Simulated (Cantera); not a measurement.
An isothermal, constant-pressure homogeneous reactor starts with H2 : O2 : N2 = 0.13 : 1 : 0.71 (molar parts), equivalence ratio 0.065, at 1400 K and 2670 Pa. Integrator tolerance rtol = 1e-08.

Detailed kinetics in Cantera: the H2/O2 subset of GRI-Mech 3.0, which has no nitrogen chemistry. Radical loss at walls, strong at low pressure, is not modelled. The temperature is held fixed by assumption; the heat of reaction is taken as removed at once.

Q: What does this change do: pressure from 2670 Pa to 360 Pa?

A: 
```tsv
quantity	before	after
x(H2) at 1.00 s	2.37e-6 (gas-phase equilibrium 2.81e-7)	0.00104 (gas-phase equilibrium 7.64e-7)
x(O2) at 1.00 s	0.527 (gas-phase equilibrium 0.527)	0.512 (gas-phase equilibrium 0.527)
x(O) at 1.00 s	3.55e-5 (gas-phase equilibrium 4.23e-6)	0.0166 (gas-phase equilibrium 1.15e-5)
x(H2O) at 1.00 s	0.0731 (gas-phase equilibrium 0.0732)	0.0669 (gas-phase equilibrium 0.0732)
x(H2O2) at 1.00 s	4.24e-9 (gas-phase equilibrium 9.70e-10)	1.60e-8 (gas-phase equilibrium 3.56e-10)
x(HO2) at 1.00 s	6.45e-8 (gas-phase equilibrium 6.23e-8)	4.23e-7 (gas-phase equilibrium 3.77e-8)
```
